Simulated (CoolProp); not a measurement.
The numbers come from the reference Helmholtz-energy equation of state, Thol 2021 in CoolProp.

Give the vapour pressure (MPa), liquid density (kg/m³), vapour density (kg/m³), enthalpy of vaporisation (kJ/kg) of saturated chlorine at 331.9, 384.2 K.


| T (K) | p (MPa) | liquid density (kg/m³) | vapour density (kg/m³) | enthalpy of vaporisation (kJ/kg) |
|---|---|---|---|---|
| 331.9 | 1.76 | 1280 | 55.4 | 218 |
| 384.2 | 4.66 | 1050 | 164 | 149 |
